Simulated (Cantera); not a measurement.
An isothermal, constant-pressure homogeneous reactor starts with H2 : O2 : N2 = 1.8 : 1 : 18 (molar parts), equivalence ratio 0.90, at 1350 K and 82.5 Torr.

Computed with Cantera and the H2/O2 subset of GRI-Mech 3.0, which has no nitrogen chemistry. The temperature is held fixed by assumption; the heat of reaction is taken as removed at once.

x: mole fraction; the columns are a selection and need not sum to one.

| t (s) | x H2 | x O2 | x H | x H2O2 | x HO2 | x O |
|---|---|---|---|---|---|---|
| 5.00e-6 | 0.0865 | 0.0481 | 1.92e-9 | <1e-12 | 1.96e-9 | 7.20e-11 |
| 1.35e-5 | 0.0865 | 0.0481 | 5.32e-9 | 6.54e-12 | 5.28e-9 | 4.24e-10 |
| 3.64e-5 | 0.0865 | 0.0481 | 1.81e-8 | 4.60e-11 | 1.42e-8 | 2.28e-9 |
| 9.81e-5 | 0.0865 | 0.0481 | 1.23e-7 | 3.07e-10 | 3.86e-8 | 1.81e-8 |
| 0.000265 | 0.0865 | 0.0481 | 7.98e-6 | ___ | 1.49e-7 | 1.20e-6 |
| 0.000714 | 0.0212 | 0.0205 | 0.0371 | 1.50e-7 | 1.07e-6 | 0.00687 |
| 0.00193 | 0.0122 | 0.0153 | 0.0334 | 1.41e-7 | 8.66e-7 | 0.00666 |
| 0.00519 | 0.0103 | 0.0126 | 0.0202 | 1.51e-7 | 7.56e-7 | 0.00397 |
| 0.0140 | 0.00678 | 0.00914 | 0.00786 | 1.47e-7 | 5.80e-7 | 0.00162 |
| 0.0378 | 0.00310 | 0.00657 | 0.00187 | ___ | 4.15e-7 | 0.000485 |
| 0.102 | 0.000928 | 0.00539 | 0.000266 | ___ | 2.82e-7 | 0.000114 |
| 0.275 | 0.000186 | 0.00507 | 2.29e-5 | ___ | 1.28e-7 | 2.12e-5 |
| 0.741 | 3.24e-5 | 0.00502 | 1.66e-6 | ___ | 3.15e-8 | 3.66e-6 |
| 2.00 | 6.73e-6 | 0.00502 | 1.58e-7 | ___ | 7.25e-9 | 7.66e-7 |

Problem. Some entries are withheld; supply them.

Solution. 
- 0.000265, x H2O2: 2.07e-9
- 0.0378, x H2O2: 1.13e-7
- 0.102, x H2O2: 6.01e-8
- 0.275, x H2O2: 2.02e-8
- 0.741, x H2O2: 4.99e-9
- 2.00, x H2O2: 1.24e-9
